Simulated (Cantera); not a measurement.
## Diamond growth

A diamond (100) surface in a fixed gas of H2 with x(CH4) = 0.0042, x(H) = 0.047, x(CH3) = 6.1e-05, at 1375 K; coverages are run to steady state.

Cantera simulation using the Harris–Goodwin 1993 mechanism for the reconstructed diamond (100) surface; the numbers are that mechanism's predictions, not measurements.

```tsv
P (Pa)	growth (µm/h)	θ c6HH	θ c6H*	θ c6*H	θ c6**
1400	0.249	0.337	0.0574	0.544	0.0619
1900	0.371	0.337	0.0575	0.544	0.0619
2700	0.595	0.337	0.0575	0.544	0.0619
3800	0.957	0.337	0.0576	0.544	0.0620
5300	1.54	0.337	0.0578	0.543	0.0620
7500	2.55	0.337	0.0580	0.543	0.0621
10000	3.89	0.337	0.0582	0.543	0.0622
15000	7.04	0.337	0.0587	0.542	0.0623
```
θ: site fractions in the mechanism's names (c6HH fully hydrogenated, c6H* and c6*H radical sites, c6** diradical, c6HM methylated).
